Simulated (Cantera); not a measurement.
Feed: 1 mol SiH4, 420 mol H2, equilibrated at 13.3 mbar.

These are equilibrium values from Cantera (NASA tables, ideal gas, pure condensed phases), not measurements of a reactor. Candidate condensed phases: Si; 9 gas species. Gases not in the tables: Si2H6 and higher silanes. Rates play no part.

### Question
Which condensed phases are stable at each of these points (T (°C)): 577, 652, 727, 802, 877, 952, 1027, 1102, 1177, 1252, 1327, 1402, 1477?

### Answer
| T (°C) | condensed phases | Si condensed (%) |
|---|---|---|
| 577 | Si(s) | 100.0 |
| 652 | Si(s) | 100.0 |
| 727 | Si(s) | 100.0 |
| 802 | Si(s) | 100.0 |
| 877 | Si(s) | 100.0 |
| 952 | Si(s) | 100.0 |
| 1027 | Si(s) | 100.0 |
| 1102 | Si(s) | 100.0 |
| 1177 | Si(s) | 100.0 |
| 1252 | Si(s) | 99.8 |
| 1327 | Si(s) | 99.4 |
| 1402 | Si(s) | 97.9 |
| 1477 | Si(l) | 93.6 |

From 577 °C to 1402 °C the condensed part is Si(s). At 1477 °C the condensed part is Si(l).
